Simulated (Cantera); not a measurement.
**SiO2 + Al2O3 + O2 (silicates and aluminates)**

Feed: 1 mol SiO2, a varied amount of Al2O3, 2.1 mol O2, held at 1725 °C and 0.100 bar.

These are equilibrium values from Cantera (NASA tables, ideal gas, pure condensed phases), not measurements of a reactor. Candidate condensed phases: Al, Al2O3, Al2SiO5, Al6Si2O13, Si, SiO2; 14 gas species. Mutual solubility and eutectic melting of coexisting phases are not modelled. The tables hold silica as quartz up to 1696 K and as liquid above; real silica turns to tridymite and cristobalite and melts near 1996 K. Condensed phases not in the tables: alloys, solid solutions and most ternary compounds. Equilibrium is a limit: real reactors are often held back by kinetics, nucleation or transport.

From 0.24 mol Al2O3 to 1.4 mol Al2O3 the condensed part is Al6Si2O13(mullite) + SiO2(l). At 1.6 mol Al2O3 the condensed part is Al2O3(s) + Al6Si2O13(mullite).

```json
[
 {"n(Al2O3) (mol)": "0.24", "log p O2": "-1.00", "log p O": "-3.68", "log p SiO2": "-6.61", "log p SiO": "-7.20", "n Al6Si2O13(mullite)": "0.0800", "n SiO2(l)": "0.840", "n Al2O3(s)": "0"},
 {"n(Al2O3) (mol)": "0.28", "log p O2": "-1.00", "log p O": "-3.68", "log p SiO2": "-6.61", "log p SiO": "-7.20", "n Al6Si2O13(mullite)": "0.0933", "n SiO2(l)": "0.813", "n Al2O3(s)": "0"},
 {"n(Al2O3) (mol)": "0.34", "log p O2": "-1.00", "log p O": "-3.68", "log p SiO2": "-6.61", "log p SiO": "-7.20", "n Al6Si2O13(mullite)": "0.113", "n SiO2(l)": "0.773", "n Al2O3(s)": "0"},
 {"n(Al2O3) (mol)": "0.4", "log p O2": "-1.00", "log p O": "-3.68", "log p SiO2": "-6.61", "log p SiO": "-7.20", "n Al6Si2O13(mullite)": "0.133", "n SiO2(l)": "0.733", "n Al2O3(s)": "0"},
 {"n(Al2O3) (mol)": "0.48", "log p O2": "-1.00", "log p O": "-3.68", "log p SiO2": "-6.61", "log p SiO": "-7.20", "n Al6Si2O13(mullite)": "0.160", "n SiO2(l)": "0.680", "n Al2O3(s)": "0"},
 {"n(Al2O3) (mol)": "0.57", "log p O2": "-1.00", "log p O": "-3.68", "log p SiO2": "-6.61", "log p SiO": "-7.20", "n Al6Si2O13(mullite)": "0.190", "n SiO2(l)": "0.620", "n Al2O3(s)": "0"},
 {"n(Al2O3) (mol)": "0.67", "log p O2": "-1.00", "log p O": "-3.68", "log p SiO2": "-6.61", "log p SiO": "-7.20", "n Al6Si2O13(mullite)": "0.223", "n SiO2(l)": "0.553", "n Al2O3(s)": "0"},
 {"n(Al2O3) (mol)": "0.8", "log p O2": "-1.00", "log p O": "-3.68", "log p SiO2": "-6.61", "log p SiO": "-7.20", "n Al6Si2O13(mullite)": "0.267", "n SiO2(l)": "0.467", "n Al2O3(s)": "0"},
 {"n(Al2O3) (mol)": "0.96", "log p O2": "-1.00", "log p O": "-3.68", "log p SiO2": "-6.61", "log p SiO": "-7.20", "n Al6Si2O13(mullite)": "0.320", "n SiO2(l)": "0.360", "n Al2O3(s)": "0"},
 {"n(Al2O3) (mol)": "1.1", "log p O2": "-1.00", "log p O": "-3.68", "log p SiO2": "-6.61", "log p SiO": "-7.20", "n Al6Si2O13(mullite)": "0.367", "n SiO2(l)": "0.267", "n Al2O3(s)": "0"},
 {"n(Al2O3) (mol)": "1.4", "log p O2": "-1.00", "log p O": "-3.68", "log p SiO2": "-6.61", "log p SiO": "-7.20", "n Al6Si2O13(mullite)": "0.467", "n SiO2(l)": "0.0667", "n Al2O3(s)": "0"},
 {"n(Al2O3) (mol)": "1.6", "log p O2": "-1.00", "log p O": "-3.68", "log p SiO2": "-7.04", "log p SiO": "-7.64", "n Al6Si2O13(mullite)": "0.500", "n SiO2(l)": "0", "n Al2O3(s)": "0.100"}
]
```
log p: log10 of the partial pressure in bar; n: condensed amount in mol.
